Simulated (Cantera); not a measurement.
Feed: 1 mol Si, 1 mol HCl, 4.8 mol H₂, held at 1048 K.

Method: chemical equilibrium by Gibbs-energy minimisation in Cantera with the NASA 1993 tables (ideal gas, pure condensed phases). Candidate condensed phases: Si; 19 gas species. The tables' values for SiCl₃ are old estimates; treat these amounts as uncertain. Gases not in the tables: Si₂H₆ and higher silanes. The numbers say what is thermodynamically allowed, not how fast it happens.

x: gas mole fraction; n: condensed amount in mol.

| P (Pa) | x H₂ | x SiHCl₃ | x SiCl₄ | x HCl | x SiH₂Cl₂ | x SiCl₃ | n Si(s) |
|---|---|---|---|---|---|---|---|
| 10000 | 0.934 | 0.0122 | 0.0285 | 0.0224 | 0.000590 | 0.00125 | 0.758 |
| 19000 | 0.936 | 0.0141 | 0.0281 | 0.0190 | 0.000809 | 0.00105 | 0.751 |
| 36000 | 0.938 | 0.0163 | 0.0273 | 0.0161 | 0.00110 | 0.000878 | 0.744 |
| 67000 | 0.939 | [?] | 0.0263 | [?] | [?] | 0.000731 | 0.737 |
| 130000 | 0.940 | 0.0210 | 0.0250 | 0.0114 | 0.00201 | 0.000595 | 0.730 |
| 240000 | 0.940 | [?] | 0.0235 | [?] | [?] | 0.000488 | 0.722 |
| 450000 | 0.940 | 0.0258 | 0.0218 | 0.00811 | 0.00348 | 0.000394 | 0.715 |
| 840000 | 0.940 | 0.0282 | 0.0199 | 0.00678 | 0.00455 | 0.000315 | 0.706 |
| 1600000 | 0.939 | 0.0306 | 0.0179 | 0.00562 | 0.00595 | 0.000247 | 0.698 |
| 3000000 | 0.939 | 0.0326 | 0.0158 | 0.00465 | 0.00765 | 0.000193 | 0.688 |

What belongs in the gaps?


- 67000, x SiHCl₃: 0.0185
- 67000, x HCl: 0.0137
- 67000, x SiH₂Cl₂: 0.00148
- 240000, x SiHCl₃: 0.0234
- 240000, x HCl: 0.00967
- 240000, x SiH₂Cl₂: 0.00264
